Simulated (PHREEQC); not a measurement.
0.42 g of hydrous ferric oxide (600 m²/g; 0.2 weak and 0.005 strong sites per Fe, Dzombak-Morel constants, diffuse double layer) in 1 kg of water with 0.001 mol/kgw of an inert sodium salt and 3.8e-05 mol/kgw ZnSO4, at 25 °C; the pH is set by adding NaOH or the inert anion's acid. Oxygen is held at 0.21 atm. CO2 from the air is kept out. Nothing may precipitate in this run.

Equilibrium calculation in PHREEQC: ion-association model, wateq4f.dat.

| pH | S sorbed (%) | Zn sorbed (%) | surface charge σ (C/m²) | surface potential ψ (mV) |
|---|---|---|---|---|
| 3 | 100.0 | 0.0 | 0.242 | 227 |
| 4 | 100.0 | 0.0 | 0.113 | … |
| 5 | 99.9 | 2.5 | 0.047 | … |
| 5.5 | 99.5 | 14.8 | 0.029 | 138 |
| 6.5 | 79.6 | 71.8 | 0.010 | … |
| 7.5 | … | 99.0 | 0.003 | 39 |
| 8.5 | 0.1 | 100.0 | … | -18 |
| 9 | 0.0 | 100.0 | -0.004 | … |
| 10 | 0.0 | 100.0 | -0.015 | -103 |
| 11 | 0.0 | 100.0 | -0.052 | -151 |

Question: Fill in the missing entries.

Answer: 
- 4, surface potential ψ (mV): 203
- 5, surface potential ψ (mV): 162
- 6.5, surface potential ψ (mV): 88
- 7.5, S sorbed (%): 7.7
- 8.5, surface charge σ (C/m²): -0.001
- 9, surface potential ψ (mV): -47

The oxide is taken as insoluble; below pH 4 it would dissolve.
